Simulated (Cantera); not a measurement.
Input: 1 mol Ta2O5, 0.63 mol H2, 2.5 mol H2O, equilibrated at 1175 °C and 38.0 mbar.

Cantera equilibrium calculation (NASA polynomials, part measured and part estimated; ideal gas, pure solids and liquids). Candidate condensed phases: H2O, Ta, Ta2O5; 12 gas species. Kinetics and transport are ignored.

Problem. What is the equilibrium state?

Solution. 
| Property | Value |
|---|---|
| x(H2O) | 0.799 |
| x(H2) | 0.201 |
| x(H) | 2.13e-5 |
| x(OH) | 2.01e-6 |
| n(Ta2O5(s)) | 1.00 mol |
| gas amount | 3.130 mol |
| log10 activity of Ta(s) (absent) | -12.03 |
